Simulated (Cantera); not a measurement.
Mixture: CO : H2 : CH4 : O2 : N2 = 1 : 0.066 : 0.11 : 0.579 : 1.51 (molar parts), at 7500 Torr, adiabatic and at constant pressure. Ignition delay is the time to a rise of 400 K.

Model: GRI-Mech 3.0 (53 species, 325 reactions), integrated in Cantera.

**Question.** What does this change do: pressure from 7500 Torr to 668 Torr?

**Answer.** 
```json
[
 {"quantity": "delay at 1025 K", "before": "2.05 ms", "after": "3.39 ms"},
 {"quantity": "delay at 1075 K", "before": "0.805 ms", "after": "1.97 ms"},
 {"quantity": "delay at 1125 K", "before": "0.378 ms", "after": "1.23 ms"},
 {"quantity": "delay at 1175 K", "before": "0.206 ms", "after": "0.798 ms"},
 {"quantity": "delay at 1225 K", "before": "0.125 ms", "after": "0.540 ms"},
 {"quantity": "delay at 1275 K", "before": "81.0 µs", "after": "0.379 ms"},
 {"quantity": "apparent activation energy between 1175 and 1275 K", "before": "120 kJ/mol", "after": "93 kJ/mol"}
]
```
